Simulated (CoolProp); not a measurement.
A single-stage vapour-compression cycle with R1233zd(E): evaporating at 263.15 K (dew point), condensing at 305.15 K (bubble point), superheat 5 K, subcooling 2 K, compressor efficiency 0.7, no pressure losses. Each further row changes one setting.

Values from CoolProp's reference Helmholtz-energy equation of state, Akasaka 2022.

```tsv
case	cooling COP	pressure ratio	discharge temperature (K)	refrigerating effect (kJ/kg)	volumetric capacity (kJ/m³)
as stated	3.82	5.42	326.6	165	301
evaporating temperature 268.15 K	4.51	4.29	323.9	168	382
condensing temperature 300.15 K	4.44	4.56	320.5	171	311
subcooling 7 K	3.96	5.42	326.6	171	311
superheat 15 K	3.85	5.42	337.2	172	302
compressor efficiency 0.6	3.28	5.42	335.0	165	301
```
